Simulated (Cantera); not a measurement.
Input: 1 mol TEOS, 3.9 mol N2O, 6.7 mol O2, equilibrated at 1100 °C and 1000 Pa.

These are equilibrium values from Cantera (NASA tables, ideal gas, pure condensed phases), not measurements of a reactor. Candidate condensed phases: C, C6H6, C7H8, C8H18, H2O, Si, SiC, SiO2, Si2N2O, Si3N4; 151 gas species. The feed counts by its element totals alone. The tables hold silica as quartz up to 1696 K and as liquid above; real silica turns to tridymite and cristobalite and melts near 1996 K. Rates play no part.

Base state: H2O 0.321, CO2 0.195, N2 0.178, CO 0.170, H2 0.136, H 1.23e-5 (mole fractions); condensed: SiO2(β-quartz).

Task: What changes in the equilibrium state with this change: TEOS replaced by SiH4?

Result: 
```csv
species,before,after
O2,<1e-9,0.530
N2,0.178,0.310
H2O,0.321,0.159
CO2,0.195,0
CO,0.170,0
H2,0.136,6.50e-7
NO,4.52e-9,0.000619
H,1.23e-5,2.69e-8
"SiO2(β-quartz), mol",1.00,1.00
```

Task: What changes in the equilibrium state with this change: O2 from 6.7 to 1.8 mol?

Result: 
| species | before | after |
|---|---|---|
| H2 | 0.136 | 0.408 |
| CO | 0.170 | 0.345 |
| N2 | 0.178 | 0.178 |
| H2O | 0.321 | 0.0485 |
| CO2 | 0.195 | 0.0199 |
| H | 1.23e-5 | 2.13e-5 |
| SiO2(β-quartz), mol | 1.00 | 1.000 |
